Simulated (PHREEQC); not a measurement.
Make-up at 25 °C: 41 mmol/kgw KOH and 23 mmol/kgw K2CO3. Closed to the air; pH follows from the charge balance.

Computed with PHREEQC (ion-association model, phreeqc.dat).

Task: The ionic strength comes out as 0.110 mol/kgw. What activity coefficients do CO3-2, HCO3-, K+, OH- get?

Result: CO3-2 0.37, HCO3- 0.78, K+ 0.76, OH- 0.76.

No solid was allowed to form.
